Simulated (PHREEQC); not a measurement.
Acid mine or pickling water

A made-up water analysis in mg/L, 88 °C, pH 3.88, pe 10.6: Na 39; K 2.61; Ca 49.6; Mg 10.8; Cl 62.1; S(6) as SO4 192; O(0) (dissolved oxygen) 0.861; Fe(3) 4.29; Zn 0.0864.

Valence states are taken as typed.

The numbers come from PHREEQC with the ion-association model, phreeqc.dat.

Each row changes one thing in this solution. Precipitation was switched off in this run.

```csv
case,ionic strength (mol/kgw),Mg+2 (mol/kgw),MgSO4 (mol/kgw),HSO4- (mol/kgw),Fe(OH)2+ (mol/kgw),FeOH+2 (mol/kgw),SI of Jarosite-K (KFe3(SO4)2(OH)6),SI of Gypsum (CaSO4:2H2O)
as made,0.00767,0.000275,0.000170,7.57e-5,7.08e-5,5.33e-6,+0.87,-1.36
Fe(3) from 4.29 to 8.58 mg/L,___,0.000275,0.000169,7.57e-5,0.000141,1.07e-5,___,-1.36
Fe(3) from 4.29 to 2.15 mg/L,0.00764,0.000275,0.000170,7.57e-5,3.55e-5,2.67e-6,-0.03,-1.36
temperature from 88 to 40 °C at the same typed pH,0.00814,0.000350,9.48e-5,___,___,___,+2.57,-1.47
```

Q: Fill in the missing entries.

A: 
- Fe(3) from 4.29 to 8.58 mg/L, ionic strength (mol/kgw): 0.00771
- Fe(3) from 4.29 to 8.58 mg/L, SI of Jarosite-K (KFe3(SO4)2(OH)6): +1.78
- temperature from 88 to 40 °C at the same typed pH, HSO4- (mol/kgw): 2.32e-5
- temperature from 88 to 40 °C at the same typed pH, Fe(OH)2+ (mol/kgw): 5.69e-5
- temperature from 88 to 40 °C at the same typed pH, FeOH+2 (mol/kgw): 1.75e-5

Some of these states are supersaturated (in Jarosite-K, Hematite (slow to form), Goethite (slow to form), for instance). Constants without temperature data keep their 25 °C values here.
